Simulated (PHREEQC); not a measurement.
Solution (25 °C): 0.0034 mol/kgw Cu(BF4)2, 0.0017 mol/kgw H2SO4 and 0.012 mol/kgw NaCl. Closed to the air; pH follows from the charge balance.

Equilibrium calculation in PHREEQC: ion-association model, wateq4f.dat.

Precipitation was switched off in this run.

**Question.** Predict the pH, ionic strength.

**Answer.** pH 2.55; ionic strength 0.0257 mol/kgw.

**Question.** In which forms is Cu present?

**Answer.** Cu+2 90 %, CuSO4 6.9 %, CuCl+ 1.6 %, CuF+ 1.0 % of the Cu.

Real BF4- forms and hydrolyses slowly; the run takes it at equilibrium.
